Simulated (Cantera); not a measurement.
Input: 1 mol AlCl₃, 9.2 mol N₂, held at 75.0 Torr.

Method: chemical equilibrium by Gibbs-energy minimisation in Cantera with the NASA 1993 tables (ideal gas, pure condensed phases). Candidate condensed phases: Al, AlCl₃, AlN; 11 gas species. The tables' values for AlCl₂ are old estimates; treat these amounts as uncertain. Rates play no part.

x: gas mole fraction; nothing condenses.

| T (K) | x N₂ | x AlCl₃ | x Cl | x AlCl₂ | x AlCl |
|---|---|---|---|---|---|
| 1548 | 0.902 | 0.0977 | 0.000297 | 0.000289 | 5.56e-6 |
| 1623 | 0.901 | 0.0973 | 0.000642 | 0.000608 | 1.93e-5 |
| 1698 | 0.901 | 0.0967 | [?] | 0.00119 | [?] |
| 1773 | 0.900 | 0.0954 | 0.00249 | 0.00218 | 0.000164 |
| 1848 | 0.898 | 0.0934 | 0.00454 | 0.00375 | 0.000410 |
| 1923 | 0.895 | 0.0902 | [?] | 0.00608 | [?] |
| 1998 | 0.890 | 0.0855 | 0.0132 | 0.00930 | 0.00198 |

Complete the blanks.


- 1698, x Cl: 0.00130
- 1698, x AlCl: 5.94e-5
- 1923, x Cl: 0.00791
- 1923, x AlCl: 0.000938
